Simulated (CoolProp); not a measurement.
Properties of 1,2-dichloroethane along the isobar 209 bar.

Model: reference Helmholtz-energy equation of state, Thol 2015, in CoolProp.

```csv
T (°C),phase,Z,expansivity (1/kK),fugacity coefficient
19.35,liquid,0.6685,1.034,0.0007452
45.15,liquid,0.6313,1.083,0.002292
70.85,liquid,0.6011,1.143,0.005747
96.65,liquid,0.5764,1.215,0.01237
122.45,liquid,0.5566,1.298,0.02350
148.25,liquid,0.5409,1.392,0.04040
174.05,liquid,0.5291,1.499,0.06404
199.85,liquid,0.5207,1.619,0.09492
225.55,liquid,0.5158,1.759,0.1329
```
